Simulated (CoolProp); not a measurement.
Vapour-liquid equilibrium of propane (1) + R236EA (2) at 305.3 K; x and y are mole fractions of (1).

Values from CoolProp's multi-fluid Helmholtz-energy mixture model, Lemmon 2009 and Rui 2013; pair parameters Bell 2016.

```csv
x,"bubble pressure, mixture model (bar)","bubble pressure, Raoult's law (bar)","y, mixture model","y, Raoult's law"
0.05,4.021,3.062,0.351,0.186
0.125,5.764,3.718,[?],0.382
0.2,7.099,4.374,0.651,0.520
0.275,8.087,5.030,0.704,0.622
0.35,8.809,5.686,0.737,0.700
0.425,9.343,6.342,[?],0.762
0.5,9.758,6.998,0.780,0.813
0.575,10.10,7.654,0.798,0.854
0.65,10.41,8.310,0.817,0.889
0.725,10.70,8.966,0.839,0.920
0.8,10.98,9.623,0.866,0.945
0.875,11.21,10.28,0.903,0.968
0.95,[?],10.93,0.954,0.988
```

Complete the blanks.


- 0.125, y, mixture model: 0.558
- 0.425, y, mixture model: 0.761
- 0.95, bubble pressure, mixture model (bar): 11.36

The largest gap from Raoult's law is +62.3 % in bubble pressure, at x = 0.2. No azeotrope shows between x = 0.05 and 0.95.

The pair parameters rest on a limited set of measurements; away from them the model extrapolates. With so large a gap from Raoult's law the liquid may split in two, which this calculation doesn't test in full.
